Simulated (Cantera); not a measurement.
An isothermal, constant-pressure homogeneous reactor starts with 5.88 % C2H6, 94.1 % N2, at 1400 K and 101000 Pa.

Cantera simulation using GRI-Mech 3.0 (53 species, 325 reactions); the numbers are that mechanism's predictions, not measurements. GRI-Mech 3.0 stops at C3 and has no aromatics, soot or wall deposition, so with more carbon than oxygen in the feed, carbon stays in small species such as C2H2 where larger ones or solid carbon would form.

### Question
Predict: x(C2H6) at 2.00 s; x(H2) at 2.00 s; x(HCN) at 2.00 s; x(C2H2) at 2.00 s; x(CH3) at 2.00 s; x(CH4) at 2.00 s.

### Answer
```
Item                                                 Value
-----------------  ---------------------------------------
x(C2H6) at 2.00 s  4.85e-6 (gas-phase equilibrium 2.51e-6)
x(H2) at 2.00 s      0.0846 (gas-phase equilibrium 0.0899)
x(HCN) at 2.00 s    1.32e-8 (gas-phase equilibrium 0.0560)
x(C2H2) at 2.00 s    0.0439 (gas-phase equilibrium 0.0188)
x(CH3) at 2.00 s   4.42e-6 (gas-phase equilibrium 3.27e-6)
x(CH4) at 2.00 s     0.0128 (gas-phase equilibrium 0.0101)
```
